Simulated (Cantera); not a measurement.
An isothermal, constant-pressure homogeneous reactor starts with NH₃ : N₂ = 1 : 1.3 (molar parts), at 1650 K and 0.0267 bar. Integrator tolerance rtol = 1e-08.

Model: the gas-phase N/H chemistry of the illustrative SiF4/NH3 mechanism in the Surface Chemkin manual (1991), integrated in Cantera. Walls and surfaces, which speed up NH3 decomposition in real reactors, are not modelled.

### Question
What does this change do: temperature 1650 to 1500 K?

### Answer
```tsv
quantity	before	after
x(NH₃) at 20.0 s	0.235 (gas-phase equilibrium 2.45e-7)	0.403 (gas-phase equilibrium 3.68e-7)
x(H) at 20.0 s	3.82e-5 (gas-phase equilibrium 0.000377)	2.17e-6 (gas-phase equilibrium 7.32e-5)
x(NH₂) at 20.0 s	0.000105 (gas-phase equilibrium 5.00e-10)	5.69e-5 (gas-phase equilibrium 1.31e-10)
x(N) at 20.0 s	7.39e-8 (gas-phase equilibrium 8.97e-12)	7.04e-9 (gas-phase equilibrium <1e-12)
x(N₂) at 20.0 s	0.556 (gas-phase equilibrium 0.545)	0.564 (gas-phase equilibrium 0.545)
x(H₂) at 20.0 s	0.209 (gas-phase equilibrium 0.454)	0.0337 (gas-phase equilibrium 0.454)
```

### Question
What does this change do: N2 1.3 to 0.17 parts?

### Answer
| quantity | before | after |
|---|---|---|
| x(NH₃) at 20.0 s | 0.235 (gas-phase equilibrium 2.45e-7) | 0.462 (gas-phase equilibrium 3.45e-7) |
| x(H) at 20.0 s | 3.82e-5 (gas-phase equilibrium 0.000377) | 4.16e-5 (gas-phase equilibrium 0.000466) |
| x(NH₂) at 20.0 s | 0.000105 (gas-phase equilibrium 5.00e-10) | 0.000149 (gas-phase equilibrium 5.72e-10) |
| x(N) at 20.0 s | 7.39e-8 (gas-phase equilibrium 8.97e-12) | 5.47e-8 (gas-phase equilibrium 6.75e-12) |
| x(N₂) at 20.0 s | 0.556 (gas-phase equilibrium 0.545) | 0.220 (gas-phase equilibrium 0.309) |
| x(H₂) at 20.0 s | 0.209 (gas-phase equilibrium 0.454) | 0.317 (gas-phase equilibrium 0.691) |

### Question
What does this change do: pressure from 0.0267 bar to 1.01 bar?

### Answer
```csv
quantity,before,after
x(NH₃) at 20.0 s,0.235 (gas-phase equilibrium 2.45e-7),0.0371 (gas-phase equilibrium 9.31e-6)
x(H) at 20.0 s,3.82e-5 (gas-phase equilibrium 0.000377),5.22e-5 (gas-phase equilibrium 6.12e-5)
x(NH₂) at 20.0 s,0.000105 (gas-phase equilibrium 5.00e-10),1.15e-5 (gas-phase equilibrium 3.09e-9)
x(N) at 20.0 s,7.39e-8 (gas-phase equilibrium 8.97e-12),4.65e-9 (gas-phase equilibrium 1.46e-12)
x(N₂) at 20.0 s,0.556 (gas-phase equilibrium 0.545),0.547 (gas-phase equilibrium 0.545)
x(H₂) at 20.0 s,0.209 (gas-phase equilibrium 0.454),0.416 (gas-phase equilibrium 0.454)
```
